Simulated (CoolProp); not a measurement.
Values from CoolProp's reference Helmholtz-energy equation of state, Lemmon 2006. It is a short technical equation, of lower accuracy than the large ones.

Question: For C2F6 (R116), give the phase and the speed of sound (m/s), Prandtl number at 353.4 K and 2.46 MPa.

Answer: 
- 353.4 K and 2.46 MPa: gas; speed of sound 134, Prandtl number 0.862

Viscosity comes from a separate model (Huber 2003), an estimate that may be off by 10 % or more. Thermal conductivity comes from a separate model (Huber 2003), an estimate that may be off by 10 % or more.
